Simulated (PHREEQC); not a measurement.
**Geothermal or formation water: speciation**

Synthetic water in mg/L, 60 °C, pH 6.63, pe 8.9: Na 5620; K 1820; Ca 702; Mg 1050; Cl 13500; S(6) as SO4 1420; Alkalinity as HCO3 61.6; Li 79.7; Zn 47.8; Br 705.

Valence states are taken as typed.

Equilibrium calculation in PHREEQC: ion-association model, phreeqc.dat.

The ionic strength is 0.479 mol/kgw. The activity of water is 0.987, the specific conductance is 69300 µS/cm and the density is 1.001 g/cm³. The charge-balance error is 0.6 %.

```json
[
 {"species": "Cl-", "molality": "0.390", "activity": "0.248", "log γ": "-0.197"},
 {"species": "Na+", "molality": "0.249", "activity": "0.174", "log γ": "-0.155"},
 {"species": "K+", "molality": "0.0471", "activity": "0.0296", "log γ": "-0.202"},
 {"species": "Mg+2", "molality": "0.0385", "activity": "0.0104", "log γ": "-0.569"},
 {"species": "Ca+2", "molality": "0.0170", "activity": "0.00406", "log γ": "-0.621"},
 {"species": "Li+", "molality": "0.0117", "activity": "0.00814", "log γ": "-0.158"}
]
```

This is a speciation only: nothing precipitates in the calculation. Species that the database lacks are ignored. Constants without temperature data keep their 25 °C values here.
